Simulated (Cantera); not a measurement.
## Equilibrium for halide evaporation, hydrolysis and transport: LiCl + O2 + N2

Charge: 1 mol LiCl, 0.6 mol O2, 0.46 mol N2, held at 10000 Pa.

Equilibrium computed with Cantera from the NASA thermochemical tables; the gas is ideal and each condensed phase is pure. Candidate condensed phases: Li, LiCl, Li2O, Li3N; 22 gas species. Rates play no part.

| T (K) | x LiCl | x O2 | x N2 | x Li2Cl2 | x NO | x O | x Li3Cl3 | x Cl |
|---|---|---|---|---|---|---|---|---|
| 1348 | 0.298 | 0.327 | 0.251 | 0.122 | 0.000377 | 7.38e-7 | 0.00159 | 5.79e-6 |
| 1423 | 0.372 | 0.313 | 0.240 | 0.0742 | 0.000554 | 2.38e-6 | 0.000469 | 8.63e-6 |
| 1498 | 0.423 | 0.303 | 0.232 | 0.0412 | 0.000790 | 6.87e-6 | 0.000126 | 1.84e-5 |
| 1573 | 0.452 | 0.297 | 0.228 | 0.0221 | 0.00110 | 1.80e-5 | 3.35e-5 | 3.58e-5 |
| 1648 | 0.467 | 0.294 | 0.225 | 0.0119 | 0.00150 | 4.34e-5 | 9.27e-6 | 6.53e-5 |
| 1723 | 0.475 | 0.292 | 0.224 | 0.00655 | 0.00199 | 9.72e-5 | 2.77e-6 | 0.000114 |
| 1798 | 0.479 | 0.291 | 0.223 | 0.00376 | 0.00258 | 0.000204 | 8.98e-7 | 0.000192 |
| 1873 | 0.482 | 0.290 | 0.222 | 0.00224 | 0.00329 | 0.000402 | 3.17e-7 | 0.000316 |
| 1948 | 0.482 | 0.289 | 0.221 | 0.00139 | 0.00411 | 0.000755 | 1.21e-7 | 0.000509 |
| 2023 | 0.483 | 0.288 | 0.221 | 0.000886 | 0.00505 | 0.00135 | 4.93e-8 | 0.000806 |
| 2098 | 0.482 | 0.286 | 0.220 | 0.000584 | 0.00611 | 0.00232 | 2.15e-8 | 0.00126 |
x: gas mole fraction; nothing condenses.

From 1348 K to 2098 K nothing is condensed. The main Li-bearing gas is LiCl throughout.
